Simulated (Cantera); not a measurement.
Charge: 1 mol SiH2Cl2, 0.56 mol N2, 0.53 mol H2, 0.78 mol NH3, equilibrated at 1300 K and 30.8 Torr.

Method: chemical equilibrium by Gibbs-energy minimisation in Cantera with the NASA 1993 tables (ideal gas, pure condensed phases). Candidate condensed phases: NH4Cl, Si, Si3N4; 28 gas species. The tables' values for SiCl3 are old estimates; treat these amounts as uncertain. Equilibrium is a limit: real reactors are often held back by kinetics, nucleation or transport.

Base state: H2 0.482, HCl 0.398, N2 0.0909, SiCl4 0.0225, SiCl3 0.00295, SiCl2 0.00229, SiHCl3 0.00124 (mole fractions); condensed: Si3N4(s).

**Question.** What changes in the equilibrium state with this change: H2 from 0.53 to 1.7 mol?

**Answer.** 
| species | before | after |
|---|---|---|
| H2 | 0.482 | 0.583 |
| HCl | 0.398 | 0.338 |
| N2 | 0.0909 | 0.0646 |
| SiCl4 | 0.0225 | 0.0100 |
| SiCl3 | 0.00295 | 0.00170 |
| SiHCl3 | 0.00124 | 0.000790 |
| SiCl2 | 0.00229 | 0.00171 |
| Si3N4(s), mol | 0.295 | 0.309 |

**Question.** What changes in the equilibrium state with this change: N2 from 0.56 to 4 mol?

**Answer.** 
```tsv
species	before	after
N2	0.0909	0.506
HCl	0.398	0.248
H2	0.482	0.240
SiCl4	0.0225	0.00440
SiHCl3	0.00124	0.000194
SiCl3	0.00295	0.000651
SiCl2	0.00229	0.000571
Si3N4(s), mol	0.295	0.319
```
